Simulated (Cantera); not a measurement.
# Equilibrium for silicon oxide and oxynitride deposition: SiF4 + NO

A closed system holds: 1 mol SiF4, 1.4 mol NO, held at 0.975 Torr.

Equilibrium computed with Cantera from the NASA thermochemical tables; the gas is ideal and each condensed phase is pure. Candidate condensed phases: Si, SiO2, Si2N2O, Si3N4; 28 gas species. The tables' values for SiF3, SiO2, SiF2 are old estimates; treat these amounts as uncertain. Equilibrium is a limit: real reactors are often held back by kinetics, nucleation or transport.

From 573 K to 2173 K nothing is condensed. The main Si-bearing gas is SiF4 throughout.

```csv
T (K),x SiF4,x N2,x O2,x O,x F,x SiF3,x NO,x SiO
573,0.417,0.292,0.292,<1e-12,<1e-12,<1e-12,6.23e-9,<1e-12
773,0.417,0.292,0.292,<1e-12,<1e-12,<1e-12,8.89e-7,<1e-12
973,0.417,0.292,0.292,1.01e-9,1.41e-10,1.12e-12,1.65e-5,<1e-12
1173,0.417,0.292,0.292,2.09e-7,3.40e-8,1.78e-9,0.000114,<1e-12
1373,0.417,0.291,0.291,9.23e-6,1.68e-6,3.25e-7,0.000445,<1e-12
1573,0.417,0.291,0.291,0.000156,3.11e-5,1.55e-5,0.00123,2.43e-9
1773,0.416,0.290,0.289,0.00140,0.000311,0.000295,0.00270,1.87e-6
1973,0.412,0.287,0.283,0.00800,0.00271,0.00220,0.00498,9.85e-5
2173,0.391,0.278,0.261,0.0322,0.0172,0.00990,0.00787,0.00165
```
x: gas mole fraction; nothing condenses.
